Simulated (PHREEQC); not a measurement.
A solution holds 0.007 mol KH2PO4 and 0.00056 mol Na2HPO4 per kg of water, at 30 °C. Closed to the air; pH follows from the charge balance.

Equilibrium calculation in PHREEQC: ion-association model, phreeqc.dat.

```
quantity                   before    after
------------------------  -------  -------
pH                           5.97     4.25
ionic strength (mol/kgw)  0.00867  0.00857
H2PO4- (mol/kgw)          0.00700  0.00749
KHPO4- (mol/kgw)          5.15e-6  1.04e-7
H3PO4 (mol/kgw)           1.06e-6  6.04e-5
```

### Question
Which change was made?
A) 0.00019 mol/kgw (NH4)2SiF6 added
B) temperature from 30 to 5 °C
C) diluted 100-fold with water
D) diluted 2-fold with water

### Answer
A, 0.00019 mol/kgw (NH4)2SiF6 added

This is a speciation only: nothing precipitates in the calculation. Some of these states are supersaturated (in Quartz (slow to form), for instance). SiF6-2 is the database's only silicon fluoride.
